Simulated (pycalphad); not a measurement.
All values are pycalphad results on the COST 507 light-alloy database (1999) (1 atm), not direct measurements. The database dates from 1999; later assessments differ in places, in temperatures and in the compounds included. Phase fractions are per mole of atoms. Diffusion is slow at the low end, where real alloys seldom reach equilibrium.

Problem. Give the equilibrium state of Ti-1.52Hf-0.37B (at.%) at 1530 K.

Solution. 
```
T = 1530.00 K, P = 101325 Pa, N = 1 mol of atoms
G = -86456 J/mol, H = 40969 J/mol, S = 83.28 J/(mol K)  (SER reference)
chemical potentials (J/mol): Ti -84892, Hf -161468, B -193125
phase             fraction      x(Ti)      x(Hf)       x(B)
BCC_A2              0.9962     0.9829     0.0153     0.0018
BM                  0.0038     0.4988     0.0012     0.5000
```

Problem. Give the equilibrium state of Ti-1.52Hf-0.37B (at.%) at 930 K.

Solution. HCP_A3, fraction 0.994, with 1.5 Hf, 0.09 B at.%; BM, fraction 0.006, with 0.08 Hf, 50.0 B at.%.

Database names, with the compositions (at.%) that they take in these runs: BM: Ti 50 B 50. BCC_A2 is bcc; HCP_A3 is hcp.
